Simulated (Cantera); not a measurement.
A perfectly stirred reactor is fed with NO : N₂ = 1 : 2.4 (molar parts), at 42000 Pa; it is held at 2125 K, and followed from long to short residence time.

Detailed kinetics in Cantera: GRI-Mech 3.0 (53 species, 325 reactions).

Problem. What does this change do: temperature 2125 to 1423 K?

Solution. 
```
quantity                before     after
---------------------  -------  --------
x(NO) at τ = 17.0 s     0.0197     0.290
x(N₂O) at τ = 17.0 s   4.60e-7   2.53e-5
x(N₂) at τ = 17.0 s      0.843     0.708
x(O₂) at τ = 17.0 s      0.137   0.00186
x(NO₂) at τ = 17.0 s   1.45e-5  0.000150
x(NO) at τ = 0.120 s     0.249     0.294
x(N₂O) at τ = 0.120 s  2.89e-5   9.18e-6
x(N₂) at τ = 0.120 s     0.728     0.706
x(O₂) at τ = 0.120 s    0.0221   7.49e-7
x(NO₂) at τ = 0.120 s  8.00e-5   1.74e-5
```

Problem. What does this change do: temperature 2125 to 2025 K?

Solution. 
| quantity | before | after |
|---|---|---|
| x(NO) at τ = 17.0 s | 0.0197 | 0.0347 |
| x(N₂O) at τ = 17.0 s | 4.60e-7 | 7.27e-7 |
| x(N₂) at τ = 17.0 s | 0.843 | 0.835 |
| x(O₂) at τ = 17.0 s | 0.137 | 0.129 |
| x(NO₂) at τ = 17.0 s | 1.45e-5 | 2.92e-5 |
| x(NO) at τ = 0.120 s | 0.249 | 0.276 |
| x(N₂O) at τ = 0.120 s | 2.89e-5 | 3.48e-5 |
| x(N₂) at τ = 0.120 s | 0.728 | 0.715 |
| x(O₂) at τ = 0.120 s | 0.0221 | 0.00866 |
| x(NO₂) at τ = 0.120 s | 8.00e-5 | 7.26e-5 |

Problem. What does this change do: NO 1 to 2 parts?

Solution. 
| quantity | before | after |
|---|---|---|
| x(NO) at τ = 17.0 s | 0.0197 | 0.0258 |
| x(N₂O) at τ = 17.0 s | 4.60e-7 | 5.94e-7 |
| x(N₂) at τ = 17.0 s | 0.843 | 0.759 |
| x(O₂) at τ = 17.0 s | 0.137 | 0.214 |
| x(NO₂) at τ = 17.0 s | 1.45e-5 | 2.38e-5 |
| x(NO) at τ = 0.120 s | 0.249 | 0.363 |
| x(N₂O) at τ = 0.120 s | 2.89e-5 | 5.91e-5 |
| x(N₂) at τ = 0.120 s | 0.728 | 0.591 |
| x(O₂) at τ = 0.120 s | 0.0221 | 0.0452 |
| x(NO₂) at τ = 0.120 s | 8.00e-5 | 0.000162 |
